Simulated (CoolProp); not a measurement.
Vapour-liquid equilibrium of benzene (1) + n-heptane (2) at 0.422 MPa; x and y are mole fractions of (1).

The numbers come from the multi-fluid Helmholtz-energy mixture model, Thol 2012 and Span 2003; pair parameters Bell 2016 in CoolProp.

Q: Give the bubble temperature and the first vapour's composition at x = 0.15, 0.45, 0.75. Is there an azeotrope?

A: x = 0.15: 423.3 K, y = 0.230; x = 0.45: 414.9 K, y = 0.564; x = 0.75: 410.0 K, y = 0.800. No azeotrope shows between x = 0.05 and 0.95.

Pair parameters are fitted to limited data, so mixtures are less certain than the pure fluids.
